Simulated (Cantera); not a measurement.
A perfectly stirred reactor is fed with 24.2 % H2, 15.9 % O2, 59.8 % N2, 0.102 % NO, at 0.410 bar; it is adiabatic with a 400 K inlet, and is followed from long to short residence time, starting on the burning branch (τ in s: 0.028, 0.013, 0.0064, 0.003, 0.0014, 0.00067, 0.00032, 0.00015, 7.1e-05, 3.4e-05, 1.6e-05, 7.6e-06).

Cantera simulation using GRI-Mech 3.0 (53 species, 325 reactions); the numbers are that mechanism's predictions, not measurements. The mechanism lacks 2 NO + O2 → 2 NO2 and HONO, so NO2 and the effect of NO are under-described below about 1400 K.

### Question
Predict: blow-out, bracketed by the residence times tried; x(H2) at τ = 28.0 ms; x(O2) at τ = 28.0 ms; x(NO) at τ = 28.0 ms; x(H2O) at τ = 28.0 ms; x(H2O2) at τ = 28.0 ms; x(H2) at τ = 0.320 ms; x(O2) at τ = 0.320 ms; x(NO) at τ = 0.320 ms; x(H2O) at τ = 0.320 ms; x(H2O2) at τ = 0.320 ms.

### Answer
```
Item                                                                          Result
------------------------------------------------  ----------------------------------
blow-out, bracketed by the residence times tried  burning at 71.0 µs, out at 34.0 µs
x(H2) at τ = 28.0 ms                                                         0.00495
x(O2) at τ = 28.0 ms                                                          0.0426
x(NO) at τ = 28.0 ms                                                         0.00146
x(H2O) at τ = 28.0 ms                                                          0.263
x(H2O2) at τ = 28.0 ms                                                       1.19e-7
x(H2) at τ = 0.320 ms                                                         0.0272
x(O2) at τ = 0.320 ms                                                         0.0540
x(NO) at τ = 0.320 ms                                                        0.00112
x(H2O) at τ = 0.320 ms                                                         0.213
x(H2O2) at τ = 0.320 ms                                                      1.18e-6
```
